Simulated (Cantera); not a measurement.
## Thermodynamics of silicon oxide and oxynitride deposition, feed HMDSO + CO2 + N2

A closed system holds: 1 mol HMDSO, 1.2 mol CO2, 5.2 mol N2, at 1825 K and 3.10 mbar.

Equilibrium computed with Cantera from the NASA thermochemical tables; the gas is ideal and each condensed phase is pure. Candidate condensed phases: C, C6H6, C7H8, C8H18, H2O, Si, SiC, SiO2, Si2N2O, Si3N4; 151 gas species. The feed counts by its element totals alone. Rates play no part.

```yaml
x(H2): 0.506
x(N2): 0.293
x(CO): 0.191
x(H): 0.00562
x(HCN): 0.00267
x(SiO): 0.00114
x(C2H2 (acetylene)): 0.000109
x(HNC): 0.000107
x(Si): 3.96e-5
n(C(graphite)): 1.79 mol
n(SiC(s)): 1.98 mol
gas_amount: 17.65 mol
log10 activity of Si(l) (absent): -1.57
```
